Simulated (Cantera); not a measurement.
An isothermal, constant-pressure homogeneous reactor starts with CH₄ : N₂ = 1 : 62 (molar parts), at 1348 K and 0.350 bar. Integrator tolerance rtol = 1e-08.

Computed with Cantera and GRI-Mech 3.0 (53 species, 325 reactions). GRI-Mech 3.0 stops at C3 and has no aromatics, soot or wall deposition, so with more carbon than oxygen in the feed, carbon stays in small species such as C2H2 where larger ones or solid carbon would form.

**Question.** What does this change do: temperature 1348 to 1225 K?

**Answer.** 
```tsv
quantity	before	after
x(CH₄) at 60.0 s	0.00870 (gas-phase equilibrium 0.000207)	0.0156 (gas-phase equilibrium 0.00120)
x(HCN) at 60.0 s	8.81e-10 (gas-phase equilibrium 0.0134)	<1e-12 (gas-phase equilibrium 0.0121)
x(C₂H) at 60.0 s	5.26e-11 (gas-phase equilibrium 1.74e-11)	<1e-12 (gas-phase equilibrium <1e-12)
x(C₂H₆) at 60.0 s	3.62e-6 (gas-phase equilibrium 3.21e-9)	1.35e-5 (gas-phase equilibrium 5.93e-8)
x(H) at 60.0 s	2.42e-7 (gas-phase equilibrium 5.99e-7)	1.78e-9 (gas-phase equilibrium 7.79e-8)
x(C₂H₄) at 60.0 s	4.47e-5 (gas-phase equilibrium 1.26e-5)	4.60e-5 (gas-phase equilibrium 6.93e-5)
```
